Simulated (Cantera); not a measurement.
Feed: 1 mol SiH4, 0.58 mol HCl, 48 mol H2, equilibrated at 1173 K and 41000 Pa.

Equilibrium computed with Cantera from the NASA thermochemical tables; the gas is ideal and each condensed phase is pure. Candidate condensed phases: Si; 19 gas species. The tables' values for SiCl3 are old estimates; treat these amounts as uncertain. Equilibrium is a limit: real reactors are often held back by kinetics, nucleation or transport.

Base state: H2 0.990, HCl 0.00951, SiHCl3 0.000265, SiCl2 0.000208, SiCl4 0.000109, SiH2Cl2 8.24e-5, SiCl3 4.80e-5 (mole fractions); condensed: Si(s).

Task: What changes in the equilibrium state with this change: temperature from 1173 K to 950 K?

Result: 
```
species       before     after
----------  --------  --------
H2             0.990     0.994
HCl          0.00951   0.00299
SiHCl3      0.000265   0.00142
SiCl2       0.000208   1.38e-5
SiCl4       0.000109  0.000930
SiH2Cl2      8.24e-5  0.000219
SiCl3        4.80e-5   1.96e-5
Si(s), mol     0.964     0.868
```
